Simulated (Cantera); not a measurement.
Mixture: CO : H₂ : O₂ : N₂ = 1 : 0.032 : 0.516 : 1.94 (molar parts), equivalence ratio 1.0, at 160000 Pa, adiabatic and at constant pressure. Ignition delay is the time to a rise of 400 K.

Model: GRI-Mech 3.0 (53 species, 325 reactions), integrated in Cantera. Below about 950 K walls govern HO2 and H2O2 in real vessels. Where the delays flatten at high temperature, the 400 K rule measures the pace of heat release, not the induction time.

Problem. What does this change do: H2 0.032 to 0.063 parts?

Solution. 
```json
[
 {"quantity": "delay at 875 K", "before": "0.185 s", "after": "0.142 s"},
 {"quantity": "delay at 1025 K", "before": "0.932 ms", "after": "0.585 ms"},
 {"quantity": "delay at 1175 K", "before": "0.158 ms", "after": "0.111 ms"},
 {"quantity": "delay at 1325 K", "before": "87.4 µs", "after": "62.3 µs"},
 {"quantity": "delay at 1475 K", "before": "66.3 µs", "after": "47.5 µs"}
]
```
